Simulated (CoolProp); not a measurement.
Properties of R407C along the isobar 0.101 MPa.

The numbers come from the reference Helmholtz-energy equation of state, Lemmon 2003 in CoolProp. It is a pseudo-pure fit of the blend.

| T (°C) | phase | cp (kJ/(kg K)) | viscosity (µPa s) |
|---|---|---|---|
| -28.45 | gas | 0.7845 | 9.90 |
| -7.15 | gas | ? | 10.8 |
| 14.15 | gas | 0.8228 | 11.8 |
| 35.45 | gas | ? | 12.7 |
| 56.65 | gas | 0.8827 | 13.6 |
| 77.95 | gas | 0.9145 | ? |
| 99.25 | gas | 0.9466 | 15.4 |
| 120.45 | gas | 0.9783 | 16.3 |
| 141.75 | gas | 1.010 | ? |
| 163.05 | gas | 1.041 | ? |
| 184.35 | gas | 1.071 | 18.9 |
| 205.55 | gas | ? | 19.8 |
| 226.85 | gas | ? | ? |

### Question
Complete the blanks.

### Answer

- -7.15, cp (kJ/(kg K)): 0.7980
- 35.45, cp (kJ/(kg K)): 0.8519
- 77.95, viscosity (µPa s): 14.5
- 141.75, viscosity (µPa s): 17.2
- 163.05, viscosity (µPa s): 18.1
- 205.55, cp (kJ/(kg K)): 1.100
- 226.85, cp (kJ/(kg K)): 1.129
- 226.85, viscosity (µPa s): 20.6

Viscosity comes from a separate model (Geller 2000).
